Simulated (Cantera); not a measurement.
A perfectly stirred reactor is fed with 2.21 % CH4, 2.43 % C2H6, 19.9 % O2, 74.7 % N2, 0.752 % H2, at 9.18 atm; it is adiabatic with a 500 K inlet, and is followed from long to short residence time, starting on the burning branch (τ in s: 0.025, 0.012, 0.0056, 0.0026, 0.0012, 0.00058, 0.00027, 0.00013, 6e-05, 2.8e-05, 1.3e-05).

Detailed kinetics in Cantera: GRI-Mech 3.0 (53 species, 325 reactions).

Q: Predict: blow-out, bracketed by the residence times tried; x(CH4) at τ = 25.0 ms; x(C2H6) at τ = 25.0 ms; x(O2) at τ = 25.0 ms; x(CH2) at τ = 25.0 ms; x(NO) at τ = 25.0 ms; x(CH4) at τ = 0.580 ms; x(C2H6) at τ = 0.580 ms; x(O2) at τ = 0.580 ms; x(CH2) at τ = 0.580 ms; x(NO) at τ = 0.580 ms.

A: 
```
Quantity                                                                       Value
------------------------------------------------  ----------------------------------
blow-out, bracketed by the residence times tried  burning at 60.0 µs, out at 28.0 µs
x(CH4) at τ = 25.0 ms                                                        2.34e-6
x(C2H6) at τ = 25.0 ms                                                       4.22e-7
x(O2) at τ = 25.0 ms                                                          0.0651
x(CH2) at τ = 25.0 ms                                                        1.88e-8
x(NO) at τ = 25.0 ms                                                         7.89e-5
x(CH4) at τ = 0.580 ms                                                       3.52e-5
x(C2H6) at τ = 0.580 ms                                                      8.94e-6
x(O2) at τ = 0.580 ms                                                         0.0663
x(CH2) at τ = 0.580 ms                                                       5.45e-7
x(NO) at τ = 0.580 ms                                                        2.10e-5
```
